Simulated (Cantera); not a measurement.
A perfectly stirred reactor is fed with 15.9 % N₂O, 1.96 % H₂, 82.1 % N₂, at 1.01 bar; it is held at 1100 K, and followed from long to short residence time.

Detailed kinetics in Cantera: GRI-Mech 3.0 (53 species, 325 reactions). GRI-Mech 3.0 was tuned for natural gas; its chemistry of N2O as a main component is partial and can be far from experiment. The mechanism lacks the step 2 NO + O2 → 2 NO2, which can matter for NO2 below about 1400 K. The temperature is held fixed by assumption; the heat of reaction is taken as removed at once.

x: mole fraction; the columns are a selection and need not sum to one.

```json
[
 {"τ (s)": "7.1", "x N₂O": "0.0944", "x H₂": "3.05e-5", "x O": "___", "x NO₂": "3.99e-5", "x H₂O₂": "1.51e-8", "x H₂O": "0.0192"},
 {"τ (s)": "2.4", "x N₂O": "0.119", "x H₂": "7.99e-5", "x O": "3.21e-7", "x NO₂": "1.69e-5", "x H₂O₂": "1.92e-8", "x H₂O": "0.0193"},
 {"τ (s)": "0.81", "x N₂O": "0.132", "x H₂": "0.000214", "x O": "3.46e-7", "x NO₂": "5.87e-6", "x H₂O₂": "2.31e-8", "x H₂O": "0.0193"},
 {"τ (s)": "0.27", "x N₂O": "0.137", "x H₂": "0.000576", "x O": "3.39e-7", "x NO₂": "1.77e-6", "x H₂O₂": "2.77e-8", "x H₂O": "0.0190"},
 {"τ (s)": "0.092", "x N₂O": "0.140", "x H₂": "0.00147", "x O": "___", "x NO₂": "4.54e-7", "x H₂O₂": "3.25e-8", "x H₂O": "0.0181"},
 {"τ (s)": "0.031", "x N₂O": "0.143", "x H₂": "0.00375", "x O": "___", "x NO₂": "9.29e-8", "x H₂O₂": "3.05e-8", "x H₂O": "0.0158"},
 {"τ (s)": "0.010", "x N₂O": "0.149", "x H₂": "0.00930", "x O": "___", "x NO₂": "1.65e-8", "x H₂O₂": "1.84e-8", "x H₂O": "0.0103"},
 {"τ (s)": "0.0035", "x N₂O": "0.155", "x H₂": "0.0152", "x O": "___", "x NO₂": "4.77e-9", "x H₂O₂": "9.89e-9", "x H₂O": "0.00439"},
 {"τ (s)": "0.0012", "x N₂O": "0.158", "x H₂": "0.0186", "x O": "___", "x NO₂": "1.79e-9", "x H₂O₂": "3.43e-9", "x H₂O": "0.00102"},
 {"τ (s)": "0.00040", "x N₂O": "0.159", "x H₂": "0.0195", "x O": "___", "x NO₂": "3.01e-10", "x H₂O₂": "6.31e-10", "x H₂O": "0.000127"}
]
```

### Question
Complete the blanks.

### Answer

- 7.1, x O: 2.64e-7
- 0.092, x O: 3.01e-7
- 0.031, x O: 2.31e-7
- 0.010, x O: 1.59e-7
- 0.0035, x O: 1.24e-7
- 0.0012, x O: 8.25e-8
- 0.00040, x O: 6.11e-8
